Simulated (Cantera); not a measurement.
Charge: 1 mol Al, 1 mol Cl2, 0.24 mol H2, held at 773.15 K and 0.0100 bar.

Method: chemical equilibrium by Gibbs-energy minimisation in Cantera with the NASA 1993 tables (ideal gas, pure condensed phases). Candidate condensed phases: Al, AlCl3; 12 gas species. The tables' values for AlCl2 are old estimates; treat these amounts as uncertain. Rates play no part.

Base state: AlCl3 0.696, H2 0.272, Al2Cl6 0.0301, AlCl 0.000825, AlCl2 0.000564 (mole fractions); condensed: Al(s).

Problem. What changes in the equilibrium state with this change: pressure from 0.0100 bar to 0.00133 bar?

Solution. 
```csv
species,before,after
AlCl3,0.696,0.726
H2,0.272,0.265
Al2Cl6,0.0301,0.00436
AlCl,0.000825,0.00321
AlCl2,0.000564,0.00113
"Al(s), mol",0.333,0.331
```
